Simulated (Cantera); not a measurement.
Feed: 1 mol Cu2O, 3.3 mol H2, held at 1675 K and 1.40 mbar.

Cantera equilibrium calculation (NASA polynomials, part measured and part estimated; ideal gas, pure solids and liquids). Candidate condensed phases: Cu, CuO, Cu(OH)2, Cu2O, H2O; 12 gas species. Rates play no part.

Base state: H2 0.638, H2O 0.278, Cu 0.0815, H 0.00248, Cu2 8.71e-5, OH 5.22e-5 (mole fractions); condensed: Cu(l).

Problem. What changes in the equilibrium state with this change: temperature from 1675 K to 600 K?

Solution. 
| species | before | after |
|---|---|---|
| H2 | 0.638 | 0.697 |
| H2O | 0.278 | 0.303 |
| Cu | 0.0815 | <1e-9 |
| H | 0.00248 | <1e-9 |
| Cu2 | 8.71e-5 | <1e-9 |
| Cu(l), mol | 1.71 | 0 |
| Cu(s), mol | 0 | 2.00 |
